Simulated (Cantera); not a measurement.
## Dilute partial oxidation

An isothermal, constant-pressure homogeneous reactor starts with 1.18 % CH₄, 0.658 % O₂, 98.2 % N₂, at 1598 K and 5.03 atm.

Computed with Cantera and GRI-Mech 3.0 (53 species, 325 reactions).

| t (s) | x CH₄ | x O₂ | x CO | x C₂H₄ | x HCN | x N₂O | x OH |
|---|---|---|---|---|---|---|---|
| 0.000600 | 0.0116 | 0.00652 | 1.14e-5 | 1.98e-5 | 1.03e-11 | 9.91e-10 | 8.21e-8 |
| 0.00179 | 0.0105 | 0.00616 | 0.000214 | 0.000232 | 2.71e-10 | 5.29e-9 | 2.39e-7 |
| 0.00535 | 0.00529 | 0.00281 | 0.00261 | 0.000611 | 5.19e-8 | 2.03e-8 | 6.25e-7 |
| 0.0160 | 0.00298 | 0.000239 | 0.00449 | 6.41e-5 | 2.73e-7 | 1.86e-9 | 1.20e-7 |
| 0.0476 | 0.00248 | 1.06e-5 | 0.00457 | 2.54e-5 | 3.24e-7 | 5.20e-11 | 6.74e-8 |
| 0.142 | 0.00180 | 2.55e-9 | 0.00449 | 2.04e-5 | 3.63e-7 | <1e-12 | 6.11e-8 |
| 0.424 | 0.00107 | <1e-12 | 0.00459 | 1.96e-5 | 4.24e-7 | <1e-12 | 5.67e-8 |
| 1.27 | 0.000659 | <1e-12 | 0.00520 | 1.96e-5 | 5.17e-7 | <1e-12 | 5.04e-8 |
| 3.78 | 0.000507 | <1e-12 | 0.00649 | 1.73e-5 | 6.46e-7 | <1e-12 | 3.84e-8 |
| 11.3 | 0.000353 | <1e-12 | 0.00836 | 1.20e-5 | 7.67e-7 | <1e-12 | 2.45e-8 |
| 33.7 | 0.000196 | <1e-12 | 0.0101 | 5.50e-6 | 8.55e-7 | <1e-12 | 1.40e-8 |
| 101 | 7.98e-5 | <1e-12 | 0.0111 | 1.20e-6 | 1.07e-6 | <1e-12 | 8.76e-9 |
| 300 | 1.38e-5 | <1e-12 | 0.0114 | 3.88e-8 | 1.35e-6 | <1e-12 | 7.29e-9 |
x: mole fraction; the columns are a selection and need not sum to one.

Equilibrium at this temperature and pressure: CH₄ 3.91e-9, O₂ <1e-12, CO 0.0114, C₂H₄ <1e-12, HCN 3.93e-7, N₂O <1e-12, OH 7.17e-9 (gas phase only).
